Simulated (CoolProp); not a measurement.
Aqueous propylene glycol as a coolant, at 35 °C, 1 atm.

The numbers come from the Melinder's fits for secondary coolants in CoolProp.

```
mass %  freezing point (°C)  viscosity (mPa s)  cp (kJ/(kg K))  Prandtl number  conductivity (W/(m K))
------  -------------------  -----------------  --------------  --------------  ----------------------
2.3                    -0.5              0.777           4.158            5.31                   0.609
7.6                    -2.0                [?]           4.113            6.54                   0.577
12.9                   -4.0               1.07           4.071            7.98                   0.546
18.2                   -6.3               1.25           4.025            9.74                   0.517
23.6                   -9.0                [?]           3.972             [?]                   0.489
28.9                  -12.1               1.75           3.911            14.8                   0.462
34.2                  -15.7               2.07           3.841            18.2                   0.436
39.5                  -20.1               2.46           3.763            22.5                     [?]
44.8                  -25.5               2.93           3.677             [?]                   0.389
```

Question: Complete the blanks.

Answer: 
- 7.6, viscosity (mPa s): 0.917
- 23.6, viscosity (mPa s): 1.48
- 23.6, Prandtl number: 12.0
- 39.5, conductivity (W/(m K)): 0.412
- 44.8, Prandtl number: 27.7
